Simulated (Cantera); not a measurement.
Input: 1 mol SiCl4, 3.5 mol NH3, equilibrated at 1423 K and 13.3 mbar.

Cantera equilibrium calculation (NASA polynomials, part measured and part estimated; ideal gas, pure solids and liquids). Candidate condensed phases: NH4Cl, Si, Si3N4; 28 gas species. The tables' values for SiCl3 are old estimates; treat these amounts as uncertain. Rates play no part.

What is the equilibrium state?


```
Item                                 Result
--------------------------------  ---------
x(H2)                                 0.436
x(HCl)                                0.368
x(N2)                                 0.155
x(SiCl2)                             0.0259
x(SiCl4)                            0.00749
x(SiCl3)                            0.00700
x(SiHCl3)                          0.000689
x(H)                                3.80e-5
x(Cl)                               2.62e-5
n(Si3N4(s))                       0.217 mol
gas amount                        8.467 mol
log10 activity of Si(s) (absent)      -1.56
```
